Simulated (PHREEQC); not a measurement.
Consider water at 40 °C with 12 mmol/kgw CuCl2, 170 mmol/kgw HCl and 23 mmol/kgw NaCl. Closed to the air; pH follows from the charge balance.

All values are PHREEQC results (ion-association model, wateq4f.dat), not measurements.

```yaml
pH: 0.87
ionic_strength: 0.222 mol/kgw
activity_of_water: 0.993
total_alkalinity: -170 meq/kg
```

| species | molality | activity | log γ |
|---|---|---|---|
| Cl- | 0.213 | 0.149 | -0.156 |
| H+ | 0.170 | 0.134 | -0.103 |
| Na+ | 0.0230 | 0.0168 | -0.135 |
| Cu+2 | 0.00872 | 0.00269 | -0.510 |
| CuCl+ | 0.00308 | 0.00217 | -0.152 |
| CuCl2 | 0.000193 | 0.000203 | 0.022 |
| CuCl3- | 1.96e-7 | 1.38e-7 | -0.152 |

This is a speciation only: nothing precipitates in the calculation. Away from 25 °C the constants follow the database's enthalpies or fits; those with neither stay at their 25 °C values.
